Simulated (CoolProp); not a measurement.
Vapour-liquid equilibrium of n-hexane (1) + m-xylene (2) at 0.123 MPa; x and y are mole fractions of (1).

Model: multi-fluid Helmholtz-energy mixture model, Thol 2019 and Zhou 2012; pair parameters Bell 2016, in CoolProp.

### Question
Give the bubble temperature and the first vapour's composition at x = 0.2, 0.35, 0.8. Is there an azeotrope?

### Answer
x = 0.2: 389.1 K, y = 0.651; x = 0.35: 374.1 K, y = 0.822; x = 0.8: 353.7 K, y = 0.965. No azeotrope shows between x = 0.05 and 0.95.

Pair parameters are fitted to limited data, so mixtures are less certain than the pure fluids.
